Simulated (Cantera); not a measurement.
An adiabatic, constant-pressure homogeneous reactor starts with CH4 : C2H6 : C3H8 : O2 : N2 : H2O = 1 : 0.094 : 0.1 : 1.41 : 5.32 : 0.21 (molar parts), equivalence ratio 2.0, at 1150 K and 100000 Pa. Integrator tolerance rtol = 1e-08.

Cantera simulation using GRI-Mech 3.0 (53 species, 325 reactions); the numbers are that mechanism's predictions, not measurements.

| quantity | before | after |
|---|---|---|
| time of steepest temperature rise | 15.0 ms | 2.49 ms |
| temperature at 0.400 s | 2219 K | 2230 K |
| equilibrium temperature | 2219 K | 2230 K |
| x(CH4) at 0.400 s | 4.54e-11 (gas-phase equilibrium 5.16e-11) | 2.80e-9 (gas-phase equilibrium 3.16e-9) |
| x(C2H6) at 0.400 s | <1e-12 (gas-phase equilibrium <1e-12) | <1e-12 (gas-phase equilibrium <1e-12) |
| x(C3H8) at 0.400 s | <1e-12 (gas-phase equilibrium <1e-12) | <1e-12 (gas-phase equilibrium <1e-12) |
| x(CH3) at 0.400 s | 1.37e-11 (gas-phase equilibrium 1.55e-11) | 3.14e-10 (gas-phase equilibrium 3.55e-10) |
| x(CO2) at 0.400 s | 0.0213 (gas-phase equilibrium 0.0213) | 0.0212 (gas-phase equilibrium 0.0212) |

Question: What was changed between the two runs?
A. initial temperature 1150 to 1725 K
B. pressure from 100000 Pa to 500000 Pa
C. pressure from 100000 Pa to 130000 Pa
D. pressure from 100000 Pa to 800000 Pa

Answer: D, pressure from 100000 Pa to 800000 Pa
